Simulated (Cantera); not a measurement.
Input (Python, Cantera) and output of one run.

```python
import numpy as np
import cantera as ct

gas_names = [...]  # 113 gases of nasa_gas.yaml made of C, H, O, Ti
cond_names = """
    C(gr) C6H6(L) C7H8(L) C8H18(L),n-octa H2O(s) H2O(L) Ti(a) Ti(b) Ti(L) TiC(s) TiC(L) TiO(a) TiO(b)
    TiO(L) TiO2(ru) TiO2(L) Ti2O3(a) Ti2O3(b) Ti2O3(L) Ti3O5(a) Ti3O5(b) Ti3O5(L) Ti4O7(s) Ti4O7(L)
""".split()


# ... load() reads the species with a 1 bar reference pressure and builds the phases ...
atoms = {
    'Ti(OiPr)4': {'Ti': 1, 'C': 12, 'H': 28, 'O': 4},
    'CH4': {'C': 1, 'H': 4},
    'H2': {'H': 2},
}
top_T = {'C(gr)': 4500}  # K; cautious upper limits of use, not melting points


# ... equilibrate(T, P, feed) seeds the gas with the atoms and calls Mixture.equilibrate('TP', solver="vcs", rtol=1e-11, max_steps=5000) ...
results = []
feed = {'Ti(OiPr)4': 1, 'CH4': 2.8, 'H2': 2.6}  # mol
T = 1200  # K
P = 16  # Pa
mix = equilibrate(T, P, feed)
results.append((T, P, feed, dict(zip(mix.species_names, mix.species_moles))))
print(gas.report(threshold=0.001))
for i in range(1, mix.n_phases):
    print(f"{mix.phase(i).name:16s} {mix.phase_moles(i):12.5e} mol")
```

Output:

```
       temperature   1200 K
          pressure   16 Pa
           density   9.597e-06 kg/m^3
  mean mol. weight   5.9845 kg/kmol
   phase of matter   gas

                          1 kg             1 kmol
                     ---------------   ---------------
          enthalpy         1.702e+06        1.0186e+07  J
   internal energy             34844        2.0852e+05  J
           entropy             43204        2.5856e+05  J/K
    Gibbs function       -5.0143e+07       -3.0008e+08  J
 heat capacity c_p            5270.9             31544  J/K
 heat capacity c_v            3881.6             23230  J/K

                      mass frac. Y      mole frac. X     chem. pot. / RT
                     ---------------   ---------------   ---------------
                CO           0.71456           0.15267           -47.796
                H2           0.28543           0.84731           -26.884
     [ +111 minor]        9.7992e-06        1.6871e-05

C(gr)             9.79996e+00 mol
Ti(b)             0.00000e+00 mol
TiC(s)            1.00000e+00 mol
TiO(a)            0.00000e+00 mol
TiO2(ru)          0.00000e+00 mol
Ti2O3(b)          0.00000e+00 mol
Ti3O5(b)          0.00000e+00 mol
Ti4O7(s)          0.00000e+00 mol
```

These are equilibrium values from Cantera (NASA tables, ideal gas, pure condensed phases), not measurements of a reactor. The feed counts by its element totals alone. TiC: taken at fixed stoichiometry.
